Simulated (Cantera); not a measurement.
Feed: 1 mol CCl4, 2 mol H2, at 600 K and 1.00 Torr.

These are equilibrium values from Cantera (NASA tables, ideal gas, pure condensed phases), not measurements of a reactor. Candidate condensed phases: C, C6H6, C7H8, C8H18; 91 gas species. Equilibrium is a limit: real reactors are often held back by kinetics, nucleation or transport.

Base state: HCl 1.00 (mole fractions); condensed: C(graphite).

**Question.** What changes in the equilibrium state with this change: H2 from 2 to 0.89 mol?

**Answer.** 
```json
[
 {"species": "HCl", "before": "1.00", "after": "0.617"},
 {"species": "Cl2", "before": "2.95e-9", "after": "0.381"},
 {"species": "CCl4", "before": "<1e-9", "after": "0.00202"},
 {"species": "C(graphite), mol", "before": "1.00", "after": "0.994"}
]
```
Gases not in the tables: chlorinated aromatics.

**Question.** What changes in the equilibrium state with this change: H2 from 2 to 0.092 mol?

**Answer.** 
```json
[
 {"species": "Cl2", "before": "2.95e-9", "after": "0.900"},
 {"species": "HCl", "before": "1.00", "after": "0.0889"},
 {"species": "CCl4", "before": "<1e-9", "after": "0.0113"},
 {"species": "C(graphite), mol", "before": "1.00", "after": "0.977"}
]
```
Gases not in the tables: chlorinated aromatics.
